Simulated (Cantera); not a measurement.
A freely propagating, adiabatic, planar premixed flame of H2 : O2 : N2 : H2O = 1 : 1 : 4.2 : 0.27 (molar parts), equivalence ratio 0.50, unburnt at 425 K and 0.140 bar; mixture-averaged transport, grid criteria slope 0.08 and curve 0.16, no radiation.

Model: the H2/O2 subset of GRI-Mech 3.0, which has no nitrogen chemistry, integrated in Cantera. Burning velocities carry a grid error of a few per cent, more on coarse grids. Lean hydrogen flames are cellular in practice and burn faster than this planar one.

x: mole fraction of selected species; z is measured from the peak of heat release.

| z (mm) | T (K) | u (m/s) | x H2 | x O2 | x OH | x H | x HO2 | x H2O2 |
|---|---|---|---|---|---|---|---|---|
| -13.8 | 425 | 1.13 | 0.155 | 0.155 | <1e-8 | <1e-8 | <1e-8 | <1e-8 |
| -9.22 | 425 | 1.13 | 0.154 | 0.155 | <1e-8 | <1e-8 | <1e-8 | <1e-8 |
| -6.91 | 425 | 1.13 | 0.154 | 0.155 | <1e-8 | <1e-8 | 2.42e-8 | <1e-8 |
| -4.61 | 426 | 1.13 | 0.152 | 0.155 | <1e-8 | <1e-8 | 1.26e-6 | 1.34e-7 |
| -2.30 | 473 | 1.23 | 0.132 | 0.157 | 4.80e-5 | 5.70e-5 | 0.000102 | 1.56e-5 |
| -1.15 | 682 | 1.74 | 0.0992 | 0.150 | 0.000334 | 0.00184 | 6.01e-5 | 9.59e-6 |
| 0 | 963 | 2.42 | 0.0539 | 0.128 | 0.000961 | 0.00837 | 2.80e-5 | 1.29e-6 |
| 1.15 | 1169 | 2.92 | 0.0202 | 0.101 | 0.00272 | 0.0128 | 1.66e-5 | 1.51e-6 |
| 2.30 | 1284 | 3.20 | (withheld) | 0.0903 | (withheld) | (withheld) | (withheld) | (withheld) |
| 4.61 | 1395 | 3.46 | (withheld) | 0.0861 | 0.00465 | (withheld) | (withheld) | (withheld) |
| 9.22 | 1484 | 3.66 | 0.00361 | 0.0847 | 0.00444 | 0.00288 | 6.59e-6 | 4.45e-7 |
| 18.4 | 1541 | 3.79 | 0.00174 | 0.0842 | 0.00344 | 0.000873 | 4.06e-6 | 2.27e-7 |
| 36.9 | 1569 | 3.85 | 0.000646 | 0.0844 | 0.00221 | 0.000189 | 1.95e-6 | 1.14e-7 |

Question: Some entries are withheld; supply them.

Answer: 
- 2.30, x H2: 0.00938
- 2.30, x OH: 0.00392
- 2.30, x H: 0.0113
- 2.30, x HO2: 1.23e-5
- 2.30, x H2O2: 1.38e-6
- 4.61, x H2: 0.00575
- 4.61, x H: 0.00670
- 4.61, x HO2: 9.19e-6
- 4.61, x H2O2: 8.57e-7
